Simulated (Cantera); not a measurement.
**Low-pressure radical oxidation in H2/O2**

An isothermal, constant-pressure homogeneous reactor starts with 7.41 % H2, 92.6 % O2, at 1025 K and 0.0267 bar.

Cantera simulation using the H2/O2 subset of GRI-Mech 3.0, which has no nitrogen chemistry; the numbers are that mechanism's predictions, not measurements. Radical loss at walls, strong at low pressure, is not modelled. The temperature is held fixed by assumption; the heat of reaction is taken as removed at once.

| t (s) | x H2 | x O2 | x H2O2 | x OH | x O | x H |
|---|---|---|---|---|---|---|
| 2.00e-6 | 0.0741 | 0.926 | <1e-12 | <1e-12 | <1e-12 | 5.10e-12 |
| 8.40e-6 | 0.0741 | 0.926 | <1e-12 | 1.39e-12 | 1.47e-12 | 2.04e-11 |
| 3.53e-5 | 0.0741 | 0.926 | <1e-12 | 1.79e-11 | 2.24e-11 | 7.61e-11 |
| 0.000148 | 0.0741 | 0.926 | <1e-12 | 1.84e-10 | 3.31e-10 | 3.77e-10 |
| 0.000621 | 0.0741 | 0.926 | 1.26e-12 | 1.41e-8 | 2.95e-8 | 2.42e-8 |
| 0.00261 | 0.0201 | 0.897 | 7.72e-7 | 0.00442 | 0.0170 | 0.0187 |
| 0.0110 | 0.000393 | 0.918 | 3.18e-7 | 0.000914 | 0.00408 | 0.000807 |
| 0.0460 | 2.08e-5 | 0.923 | 1.82e-7 | 0.000196 | 0.000226 | 9.49e-6 |
| 0.193 | 1.19e-6 | 0.923 | 6.18e-8 | 5.27e-5 | 1.58e-5 | 1.78e-7 |
| 0.811 | 1.05e-7 | 0.923 | 1.69e-8 | 1.81e-5 | 1.84e-6 | 7.11e-9 |
| 3.40 | 1.51e-8 | 0.923 | 4.42e-9 | 7.34e-6 | 3.07e-7 | 4.81e-10 |
| 14.3 | 2.83e-9 | 0.923 | 1.12e-9 | 3.27e-6 | 6.11e-8 | 4.27e-11 |
| 60.0 | 6.05e-10 | 0.923 | 2.81e-10 | 1.53e-6 | 1.34e-8 | 4.39e-12 |
x: mole fraction; the columns are a selection and need not sum to one.

Equilibrium at this temperature and pressure: H2 8.93e-11, O2 0.923, H2O2 4.64e-11, OH 5.84e-7, O 1.95e-9, H <1e-12 (gas phase only).
